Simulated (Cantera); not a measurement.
# Fluorocarbon and chlorocarbon gases: CH3Cl + H2

Charge: 1 mol CH3Cl, 3.4 mol H2, equilibrated at 10.0 mbar.

Equilibrium computed with Cantera from the NASA thermochemical tables; the gas is ideal and each condensed phase is pure. Candidate condensed phases: C, C6H6, C7H8, C8H18; 91 gas species. Kinetics and transport are ignored.

```
T (K)   x H2     x H   x HCl     x Cl      x C3  x C2H2 (acetylene)     x C2H  n C(graphite)
-----  -----  ------  ------  -------  --------  ------------------  --------  -------------
2048   0.796  0.0200   0.180  0.00334   8.79e-9            0.000835   4.60e-7          0.991
2148   0.780  0.0368   0.175  0.00605   8.21e-8             0.00149   2.11e-6          0.983
2248   0.755  0.0638   0.168   0.0103   6.25e-7             0.00250   8.35e-6          0.972
2348   0.717   0.105   0.158   0.0165   3.99e-6             0.00392   2.91e-5          0.954
2448   0.664   0.162   0.143   0.0248   2.17e-5             0.00574   9.00e-5          0.929
2548   0.594   0.238   0.125   0.0352  0.000103             0.00783  0.000249          0.895
2648   0.507   0.331   0.103   0.0469  0.000435             0.00989  0.000623          0.847
2748   0.411   0.435  0.0801   0.0588   0.00164              0.0115   0.00140          0.769
2848   0.311   0.539  0.0581   0.0692   0.00564              0.0122   0.00287          0.603
2948   0.218   0.627  0.0389   0.0764    0.0177              0.0116   0.00532          0.162
```
x: gas mole fraction; n: condensed amount in mol.

From 2048 K to 2948 K the condensed part is C(graphite). The main C-bearing gas is C2H2 (acetylene) at 2048 K and C3 at 2948 K. The share of C in condensed phases is highest at 2048 K (99.1 %) and lowest at 2948 K (16.2 %).
